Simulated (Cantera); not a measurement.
Reactions in the system C-Cu-F

Source: NASA polynomial tables (part measured, part estimated), evaluated in Cantera. Values are per mole of reaction as written; species without (g) are pure solids or liquids, kept so even where they would boil at 1 bar.

CuF2(g) + C → CF2(g) + Cu

| T (K) | ΔH° (kJ) | ΔS° (J/K) | ΔG° (kJ) | log10 K |
|---|---|---|---|---|
| 1050 | 88.3 | 7.1 | 80.9 | -4.02 |
| 1075 | 88.4 | 7.2 | 80.7 | -3.92 |
| 1100 | 88.5 | 7.3 | 80.5 | -3.82 |
| 1125 | 88.7 | 7.4 | 80.3 | -3.73 |
| 1150 | 88.8 | 7.6 | 80.1 | -3.64 |
| 1175 | 89.0 | 7.7 | 79.9 | -3.55 |
